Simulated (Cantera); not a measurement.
## Silicon epitaxy and polysilicon growth: SiH2Cl2 + Cl2 + N2

Input: 1 mol SiH2Cl2, 0.099 mol Cl2, 95 mol N2, at 1.90 mbar.

Method: chemical equilibrium by Gibbs-energy minimisation in Cantera with the NASA 1993 tables (ideal gas, pure condensed phases). Candidate condensed phases: NH4Cl, Si, Si3N4; 28 gas species. N2 is the only nitrogen source here; it is nearly inert below about 1500 K, so the nitride shown seldom forms there in practice. The tables' values for SiCl3, SiCl are old estimates; treat these amounts as uncertain. Equilibrium is a limit: real reactors are often held back by kinetics, nucleation or transport.

| T (K) | x N2 | x HCl | x SiCl2 | x H2 | n Si3N4(s) |
|---|---|---|---|---|---|
| 850 | 0.980 | 0.0167 | 3.58e-9 | 0.00201 | 0.285 |
| 925 | 0.980 | 0.0172 | 8.90e-8 | 0.00180 | 0.288 |
| 1000 | 0.980 | 0.0175 | 1.35e-6 | 0.00163 | 0.290 |
| 1075 | 0.979 | 0.0177 | 1.39e-5 | 0.00151 | 0.292 |
| 1150 | 0.979 | 0.0179 | 0.000102 | 0.00144 | 0.291 |
| 1225 | 0.979 | 0.0177 | 0.000527 | 0.00149 | 0.282 |
| 1300 | 0.979 | 0.0170 | 0.00170 | 0.00188 | 0.257 |
| 1375 | 0.978 | 0.0150 | 0.00331 | 0.00283 | 0.216 |
| 1450 | 0.978 | 0.0123 | 0.00494 | 0.00417 | 0.169 |
| 1525 | 0.978 | 0.00954 | 0.00643 | 0.00554 | 0.123 |
| 1600 | 0.978 | 0.00711 | 0.00767 | 0.00671 | 0.0830 |
| 1675 | 0.978 | 0.00519 | 0.00860 | 0.00760 | 0.0464 |
x: gas mole fraction; n: condensed amount in mol.

From 850 K to 1675 K the condensed part is Si3N4(s). The main Si-bearing gas is SiCl4 at 850 K and SiCl2 at 1675 K. The share of Si in condensed phases is highest at 1075 K (87.6 %) and lowest at 1675 K (13.9 %).
